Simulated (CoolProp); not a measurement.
A Linde-Hampson liquefier for ethylene: isothermal reversible compression at 320 K from 1 atm to 10 MPa, throttling to 1 atm, return gas leaving the recuperator 0 K below the feed. Each further row changes one setting.

Computed with CoolProp (reference Helmholtz-energy equation of state, Smukala 2000).

```csv
case,liquid yield per pass,compression work (kJ/kg of gas)
as stated,[?],386
high pressure 20 MPa,[?],[?]
warm-end temperature 350 K,[?],[?]
warm-end gap 5 K,0.312,386
```

Problem. What belongs in the gaps?

Solution. 
- as stated, liquid yield per pass: 0.320
- high pressure 20 MPa, liquid yield per pass: 0.416
- high pressure 20 MPa, compression work (kJ/kg of gas): 418
- warm-end temperature 350 K, liquid yield per pass: 0.200
- warm-end temperature 350 K, compression work (kJ/kg of gas): 440
